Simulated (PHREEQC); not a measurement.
0.82 g of hydrous ferric oxide (600 m²/g; 0.2 weak and 0.005 strong sites per Fe, Dzombak-Morel constants, diffuse double layer) in 1 kg of water with 0.05 mol/kgw of an inert sodium salt and 0.0053 mmol/kgw SrCl2, at 25 °C; the pH is set by adding NaOH or the inert anion's acid. O2 is buffered at 0.21 atm. No CO2 enters from the air. Nothing may precipitate in this run.

The series has 13 steps of pH, from 4 to 12.

Equilibrium calculation in PHREEQC: ion-association model, wateq4f.dat.

### Question
Near which pH is half of the Sr sorbed, and on which side is more sorbed?

### Answer
Near pH 8.0, with more sorbed at higher pH.

Complexes and solids missing from the database can't appear.
